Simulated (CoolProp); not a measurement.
Ethane along the isobar 254 bar: fugacity coefficient from the reference equation and from simpler models built on Tc = 32.2 °C, pc = 48.72 bar, ω = 0.099; each cubic takes its own stable root.

Computed with CoolProp (reference Helmholtz-energy equation of state, Bücker 2006).

```csv
T (°C),phase,reference,van der Waals,Redlich-Kwong,Soave-Redlich-Kwong,Peng-Robinson
23.55,liquid,0.2124,0.2933,0.2275,0.2255,0.2030
37.95,supercritical,0.2587,0.3291,0.2733,0.2750,0.2478
52.35,supercritical,0.3072,0.3648,0.3204,0.3267,0.2949
66.85,supercritical,0.3573,0.4006,0.3680,0.3800,0.3434
81.25,supercritical,0.4073,0.4355,0.4149,0.4329,0.3919
95.65,supercritical,0.4565,0.4697,0.4605,0.4848,0.4397
110.05,supercritical,0.5044,0.5029,0.5044,0.5350,0.4860
124.45,supercritical,0.5502,0.5351,0.5462,0.5829,0.5305
138.85,supercritical,0.5936,0.5660,0.5856,0.6280,0.5726
153.25,supercritical,0.6342,0.5955,0.6225,0.6701,0.6122
```
